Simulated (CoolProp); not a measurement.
Acetone at several states: fugacity coefficient from the reference equation and from simpler models built on Tc = 235.0 °C, pc = 4692 kPa, ω = 0.307; each cubic takes its own stable root.

Computed with CoolProp (reference Helmholtz-energy equation of state, Lemmon 2006). It is a short technical equation, of lower accuracy than the large ones.

```json
[
 {"T (°C)": "190.95", "p (kPa)": "801", "phase": "gas", "reference": "0.9083"},
 {"T (°C)": "142.25", "p (kPa)": "36.5", "phase": "gas", "reference": "0.9936"},
 {"T (°C)": "196.85", "p (kPa)": "403", "phase": "gas", "reference": "0.9556"},
 {"T (°C)": "158.95", "p (kPa)": "12100", "phase": "liquid", "reference": "0.1181"},
 {"T (°C)": "222.05", "p (kPa)": "477", "phase": "gas", "reference": "0.9565"}
]
```

Problem. How far does each simpler model (van der Waals, Redlich-Kwong, Peng-Robinson) lie from the reference over these 5 states: mean and median of the absolute difference, and the worst?

Solution. 
- van der Waals: mean 22.2 %, median 1.4 %, worst +104.8 % at 158.95 °C and 12100 kPa
- Redlich-Kwong: mean 9.0 %, median 0.8 %, worst +41.2 % at 158.95 °C and 12100 kPa
- Peng-Robinson: mean 1.9 %, median 0.3 %, worst +8.2 % at 158.95 °C and 12100 kPa
